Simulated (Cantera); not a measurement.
Charge: 1 mol Pb, 5.4 mol CO, 74 mol N₂, 0.025 mol O₂, equilibrated at 650 °C and 4730 Torr.

These are equilibrium values from Cantera (NASA tables, ideal gas, pure condensed phases), not measurements of a reactor. Candidate condensed phases: C, Pb, PbO, PbO₂, Pb₃O₄; 27 gas species. Equilibrium is a limit: real reactors are often held back by kinetics, nucleation or transport.

Base state: N₂ 0.949, CO 0.0312, CO₂ 0.0193 (mole fractions); condensed: C(graphite) + Pb(l).

Q: What changes in the equilibrium state with this change: pressure from 4730 Torr to 1.35 Torr?

A: 
```tsv
species	before	after
N₂	0.949	0.931
CO	0.0312	0.0673
Pb	4.04e-7	0.00141
CO₂	0.0193	0.000629
C(graphite), mol	1.46	0
Pb(l), mol	1.000	0.888
```

Q: What changes in the equilibrium state with this change: temperature from 650 °C to 525 °C?

A: 
| species | before | after |
|---|---|---|
| N₂ | 0.949 | 0.961 |
| CO₂ | 0.0193 | 0.0319 |
| CO | 0.0312 | 0.00695 |
| C(graphite), mol | 1.46 | 2.41 |
| Pb(l), mol | 1.000 | 1.000 |

Q: What changes in the equilibrium state with this change: N₂ from 74 to 0.21 mol?

A: 
```json
[
 {"species": "CO₂", "before": "0.0193", "after": "0.742"},
 {"species": "CO", "before": "0.0312", "after": "0.194"},
 {"species": "N₂", "before": "0.949", "after": "0.0646"},
 {"species": "C(graphite), mol", "before": "1.46", "after": "2.36"},
 {"species": "Pb(l), mol", "before": "1.000", "after": "1.000"}
]
```
